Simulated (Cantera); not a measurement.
Feed: 1 mol B, 6.2 mol N2, 0.92 mol H2, equilibrated at 1200 K and 13300 Pa.

Cantera equilibrium calculation (NASA polynomials, part measured and part estimated; ideal gas, pure solids and liquids). Candidate condensed phases: B, BN; 15 gas species. N2 is the only nitrogen source here; it is nearly inert below about 1500 K, so the nitride shown seldom forms there in practice. The numbers say what is thermodynamically allowed, not how fast it happens.

Base state: N2 0.861, H2 0.139 (mole fractions); condensed: BN(s).

**Question.** What changes in the equilibrium state with this change: temperature from 1200 K to 2050 K?

**Answer.** 
| species | before | after |
|---|---|---|
| N2 | 0.861 | 0.860 |
| H2 | 0.139 | 0.138 |
| H | 2.01e-7 | 0.00231 |
| BN(s), mol | 1.00 | 1.000 |
